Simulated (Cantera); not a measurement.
Input: 1 mol Ta, 15 mol N₂O, 2.1 mol H₂, held at 100000 Pa.

Equilibrium computed with Cantera from the NASA thermochemical tables; the gas is ideal and each condensed phase is pure. Candidate condensed phases: H₂O, Ta, Ta₂O₅; 27 gas species. Equilibrium is a limit: real reactors are often held back by kinetics, nucleation or transport.

### Question
At 848 K, list the 3 most abundant gas species with their mole fractions, and the condensed phases.

### Answer
N₂ 0.673, O₂ 0.233, H₂O 0.0942. Condensed: Ta₂O₅(s).
